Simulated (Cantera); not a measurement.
Feed: 1 mol SiH₄, a varied amount of CO₂, 34 mol H₂, equilibrated at 1327 °C and 2.10 mbar.

Equilibrium computed with Cantera from the NASA thermochemical tables; the gas is ideal and each condensed phase is pure. Candidate condensed phases: C, C₆H₆, C₇H₈, C₈H₁₈, H₂O, Si, SiC, SiO₂; 123 gas species. Mutual solubility and eutectic melting of coexisting phases are not modelled. Rates play no part.

**Question.** At 0.27 mol CO₂, list the 5 most abundant gas species with their mole fractions, and the condensed phases.

**Answer.** H₂ 0.984, SiO 0.0142, H 0.00118, CO 0.000542, Si 4.64e-5. Condensed: Si(s) + SiC(s).
